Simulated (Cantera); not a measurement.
# Adiabatic ignition

An adiabatic, constant-volume homogeneous reactor starts with 12.2 % H2, 18.5 % O2, 69.3 % N2, at 1475 K and 140000 Pa.

Computed with Cantera and the H2/O2 subset of GRI-Mech 3.0, which has no nitrogen chemistry.

```
t (s)     T (K)  P (bar)     x H2   x O2       x H     x OH      x O    x H2O
--------  -----  -------  -------  -----  --------  -------  -------  -------
2.00e-6    1475     1.40    0.122  0.185   7.55e-7  2.19e-7  2.60e-7  7.54e-7
5.55e-6    1475     1.40    0.122  0.185   5.84e-5  1.76e-5  2.10e-5  8.24e-5
1.54e-5    1799     1.68   0.0107  0.119    0.0259   0.0154   0.0299   0.0925
4.28e-5    2283     2.07  0.00415  0.124   0.00387   0.0167   0.0108    0.113
0.000119   2437     2.18  0.00126  0.128  0.000571   0.0106  0.00320    0.122
0.000330   2448     2.19  0.00107  0.128  0.000444  0.00989  0.00272    0.123
0.000917   2448     2.19  0.00107  0.128  0.000443  0.00989  0.00272    0.123
0.00255    2448     2.19  0.00107  0.128  0.000443  0.00989  0.00272    0.123
0.00707    2448     2.19  0.00107  0.128  0.000443  0.00989  0.00272    0.123
0.0196     2448     2.19  0.00107  0.128  0.000443  0.00989  0.00272    0.123
0.0545     2448     2.19  0.00107  0.128  0.000443  0.00989  0.00272    0.123
0.151      2448     2.19  0.00107  0.128  0.000443  0.00989  0.00272    0.123
0.420      2448     2.19  0.00107  0.128  0.000443  0.00989  0.00272    0.123
1.17       2448     2.19  0.00107  0.128  0.000443  0.00989  0.00272    0.123
3.24       2448     2.19  0.00107  0.128  0.000443  0.00989  0.00272    0.123
9.00       2448     2.19  0.00107  0.128  0.000443  0.00989  0.00272    0.123
```
x: mole fraction; the columns are a selection and need not sum to one.

```yaml
time_of_steepest_temperature_rise: 12.3 µs
temperature at 9.00 s: 2448 K
equilibrium_temperature: 2448 K
x(H2) at 9.00 s: 0.00107 (gas-phase equilibrium 0.00107)
x(O2) at 9.00 s: 0.128 (gas-phase equilibrium 0.128)
x(H) at 9.00 s: 0.000443 (gas-phase equilibrium 0.000443)
```
